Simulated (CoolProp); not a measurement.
Octamethyltrisiloxane (MDM) at several states: density (kg/m³) from the reference equation and from simpler models built on Tc = 292.2 °C, pc = 14.38 bar, ω = 0.528; each cubic takes its own stable root.

The numbers come from the reference Helmholtz-energy equation of state, Thol 2017 in CoolProp.

```csv
T (°C),p (bar),phase,reference
-19.65,18.3,liquid,861.3
118.05,0.123,gas,0.9049
158.35,0.93,gas,6.551
```

Question: How far does each simpler model (van der Waals, Redlich-Kwong, Soave-Redlich-Kwong, Peng-Robinson) lie from the reference over these 3 states: mean and median of the absolute difference, and the worst?

Answer: 
- van der Waals: mean 15.3 %, median 2.7 %, worst -42.6 % at -19.65 °C and 18.3 bar
- Redlich-Kwong: mean 5.7 %, median 1.6 %, worst -15.3 % at -19.65 °C and 18.3 bar
- Soave-Redlich-Kwong: mean 4.2 %, median 0.5 %, worst -12.1 % at -19.65 °C and 18.3 bar
- Peng-Robinson: mean 0.6 %, median 0.2 %, worst -1.5 % at -19.65 °C and 18.3 bar
